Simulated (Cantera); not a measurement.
A freely propagating, adiabatic, planar premixed flame of 4.79 % C3H8, 20.0 % O2, 75.2 % N2, unburnt at 550 K and 13300 Pa; mixture-averaged transport, grid criteria slope 0.08 and curve 0.16, no radiation.

Cantera simulation using GRI-Mech 3.0 (53 species, 325 reactions); the numbers are that mechanism's predictions, not measurements. GRI-Mech 3.0 was tuned for natural gas; its chemistry of propane as a main component is partial and can be far from experiment. Burning velocities carry a grid error of a few per cent, more on coarse grids.

**Question.** Predict: laminar burning velocity; thermal thickness; peak x(H); peak x(HCO); peak x(CH2O); peak x(OH).

**Answer.** 
| Property | Value |
|---|---|
| laminar burning velocity | 167 cm/s |
| thermal thickness | 1.70 mm |
| peak x(H) | 0.0206 |
| peak x(HCO) | 0.000157 |
| peak x(CH2O) | 0.00173 |
| peak x(OH) | 0.00953 |
